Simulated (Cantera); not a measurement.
Feed: 1 mol SiH2Cl2, 0.86 mol NH3, 1.8 mol N2, equilibrated at 1023 K and 81.0 Pa.

These are equilibrium values from Cantera (NASA tables, ideal gas, pure condensed phases), not measurements of a reactor. Candidate condensed phases: NH4Cl, Si, Si3N4; 28 gas species. The tables' values for SiCl3 are old estimates; treat these amounts as uncertain. Kinetics and transport are ignored.

Problem. What is the equilibrium state?

Solution. 
* **x(HCl)**: 0.367
* **x(N2)**: 0.331
* **x(H2)**: 0.290
* **x(SiCl4)**: 0.0115
* **x(SiCl3)**: 0.000117
* **x(SiHCl3)**: 7.71e-5
* **x(SiCl2)**: 2.50e-5
* **n(Si3N4(s))**: 0.314 mol
* **gas amount**: 4.835 mol
* **log10 activity of Si(s) (absent)**: -4.52
